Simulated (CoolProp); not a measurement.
The numbers come from the reference Helmholtz-energy equation of state, Akasaka 2024 in CoolProp.

Problem. For R1132(E), give the phase and the Z, cp (kJ/(kg K)), cv (kJ/(kg K)), speed of sound (m/s) at 279.6 K and 0.281 MPa; 279.6 K and 0.475 MPa; 279.6 K and 6.5 MPa.

Solution. 
- 279.6 K and 0.281 MPa: gas; Z 0.959, cp 0.956, cv 0.798, speed of sound 200
- 279.6 K and 0.475 MPa: gas; Z 0.928, cp 0.996, cv 0.813, speed of sound 195
- 279.6 K and 6.5 MPa: liquid; Z 0.178, cp 1.71, cv 1.07, speed of sound 658
